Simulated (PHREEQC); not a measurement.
Solution (90 °C): 0.0024 mol/kgw Cu(NO3)2. Closed to the air; pH follows from the charge balance.

Computed with PHREEQC (ion-association model, phreeqc.dat).

Question: The ionic strength comes out as 0.00718 mol/kgw. What activity coefficients do Cu+2, H+, Cu2(OH)2+2, NO3- get?

Answer: Cu+2 0.68, H+ 0.91, Cu2(OH)2+2 0.66, NO3- 0.90.

Precipitation was switched off in this run. Away from 25 °C the constants follow the database's enthalpies or fits; those with neither stay at their 25 °C values.
